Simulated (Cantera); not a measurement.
# Premixed flame

A freely propagating, adiabatic, planar premixed flame of CH₃OH : O₂ : N₂ = 1 : 1.61 : 4.35 (molar parts), equivalence ratio 0.93, unburnt at 375 K and 203 Torr; mixture-averaged transport, grid criteria slope 0.08 and curve 0.16, no radiation.

Computed with Cantera and GRI-Mech 3.0 (53 species, 325 reactions). GRI-Mech 3.0 was tuned for natural gas; its chemistry of methanol as a main component is partial and can be far from experiment. Burning velocities carry a grid error of a few per cent, more on coarse grids.

```tsv
z (mm)	T (K)	u (m/s)	x CH₃OH	x O₂	x C₂H₂	x CH₂	x H₂O	x CH₂CO
-2.29	375	1.02	0.143	0.231	<1e-8	<1e-8	3.88e-5	<1e-8
-1.53	377	1.03	0.143	0.230	<1e-8	<1e-8	0.000408	<1e-8
-1.15	383	1.05	0.142	0.229	<1e-8	<1e-8	0.00159	<1e-8
-0.764	439	1.22	0.138	0.222	<1e-8	<1e-8	0.0111	5.76e-8
-0.382	848	2.45	0.104	0.184	1.13e-7	<1e-8	0.0696	1.30e-6
-0.191	1292	3.87	0.0561	0.142	2.93e-7	5.53e-7	0.128	3.94e-6
0	1724	5.35	0.00885	0.0983	5.74e-7	1.25e-5	0.186	7.64e-6
0.191	1862	5.82	0.000164	0.0711	2.82e-7	4.03e-6	0.212	2.21e-6
0.382	1892	5.90	8.23e-7	0.0561	3.18e-8	1.74e-7	0.220	2.10e-7
0.764	1930	5.98	<1e-8	0.0455	<1e-8	<1e-8	0.221	<1e-8
1.53	1979	6.08	<1e-8	0.0406	<1e-8	<1e-8	0.220	<1e-8
3.05	2043	6.25	<1e-8	0.0380	<1e-8	<1e-8	0.223	<1e-8
6.11	2127	6.46	<1e-8	0.0352	<1e-8	<1e-8	0.229	<1e-8
```
x: mole fraction of selected species; z is measured from the peak of heat release.

| Quantity | Value |
|---|---|
| laminar burning velocity | 102 cm/s |
| thermal thickness | 0.764 mm |
| peak x(C₂H₂) | 5.86e-7 |
| peak x(CH₂) | 1.35e-5 |
| peak x(CH₂CO) | 7.65e-6 |
| grid points | 153 |
